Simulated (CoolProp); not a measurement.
Vapour-liquid equilibrium of R125 (1) + dimethyl ether (2) at 33.25 °C; x and y are mole fractions of (1).

The numbers come from the multi-fluid Helmholtz-energy mixture model, Lemmon 2005 and Wu 2011; pair parameters Bell 2016 in CoolProp.

| x | bubble pressure (MPa) | y at the bubble point | dew pressure at overall composition x (MPa) | liquid density (mol/L) |
|---|---|---|---|---|
| 0.05 | 0.7609 | 0.068 | 0.7561 | 13.85 |
| 0.15 | 0.8004 | 0.204 | 0.7837 | 13.43 |
| 0.25 | 0.8486 | 0.337 | 0.8158 | 13.02 |
| 0.35 | 0.9084 | 0.465 | 0.8541 | 12.61 |
| 0.45 | 0.9827 | 0.585 | 0.9005 | 12.19 |
| 0.55 | 1.074 | 0.694 | 0.9585 | 11.77 |
| 0.65 | 1.184 | 0.789 | 1.033 | 11.33 |
| 0.75 | 1.313 | 0.868 | 1.134 | 10.86 |
| 0.85 | 1.459 | 0.931 | 1.279 | 10.36 |
| 0.95 | 1.619 | 0.980 | 1.515 | 9.792 |

No azeotrope shows between x = 0.05 and 0.95.

The pair parameters rest on a limited set of measurements; away from them the model extrapolates.
